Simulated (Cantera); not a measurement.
Gas mixture: 11.0 % H2O, 89.0 % N2O, at 5.00 bar, frozen composition.

Cantera's kinetic-theory transport with the Lennard-Jones parameters of GRI-Mech 3.0, ideal gas; thermal conductivity in the mixture-averaged form. Polar gases are described roughly by these parameters. The composition is frozen, though it would react at the higher temperatures.

D: mixture-averaged diffusion coefficient of that species in the mixture.

```json
[
 {"T (K)": "400", "ρ (kg/m³)": "6.19", "cp (J/kg/K)": "1015", "μ (µPa s)": "19.1", "λ (mW/m/K)": "26.6", "Pr": "0.731", "D (cm²/s) H2O": "0.0592", "D (cm²/s) CH4": "0.0607", "D (cm²/s) H": "0.347"},
 {"T (K)": "550", "ρ (kg/m³)": "4.50", "cp (J/kg/K)": "1117", "μ (µPa s)": "25.2", "λ (mW/m/K)": "38.6", "Pr": "0.728", "D (cm²/s) H2O": "0.110", "D (cm²/s) CH4": "0.108", "D (cm²/s) H": "0.616"},
 {"T (K)": "700", "ρ (kg/m³)": "3.54", "cp (J/kg/K)": "1195", "μ (µPa s)": "(withheld)", "λ (mW/m/K)": "(withheld)", "Pr": "0.726", "D (cm²/s) H2O": "(withheld)", "D (cm²/s) CH4": "(withheld)", "D (cm²/s) H": "(withheld)"},
 {"T (K)": "850", "ρ (kg/m³)": "2.91", "cp (J/kg/K)": "1257", "μ (µPa s)": "35.4", "λ (mW/m/K)": "61.5", "Pr": "0.724", "D (cm²/s) H2O": "0.247", "D (cm²/s) CH4": "0.230", "D (cm²/s) H": "1.32"},
 {"T (K)": "1000", "ρ (kg/m³)": "2.47", "cp (J/kg/K)": "1305", "μ (µPa s)": "40.0", "λ (mW/m/K)": "72.3", "Pr": "0.721", "D (cm²/s) H2O": "0.331", "D (cm²/s) CH4": "0.304", "D (cm²/s) H": "1.74"},
 {"T (K)": "1150", "ρ (kg/m³)": "2.15", "cp (J/kg/K)": "1339", "μ (µPa s)": "(withheld)", "λ (mW/m/K)": "(withheld)", "Pr": "0.716", "D (cm²/s) H2O": "(withheld)", "D (cm²/s) CH4": "(withheld)", "D (cm²/s) H": "(withheld)"}
]
```

Task: Complete the blanks.

Result: 
- 700, μ (µPa s): 30.5
- 700, λ (mW/m/K): 50.3
- 700, D (cm²/s) H2O: 0.173
- 700, D (cm²/s) CH4: 0.165
- 700, D (cm²/s) H: 0.941
- 1150, μ (µPa s): 44.2
- 1150, λ (mW/m/K): 82.6
- 1150, D (cm²/s) H2O: 0.424
- 1150, D (cm²/s) CH4: 0.386
- 1150, D (cm²/s) H: 2.20
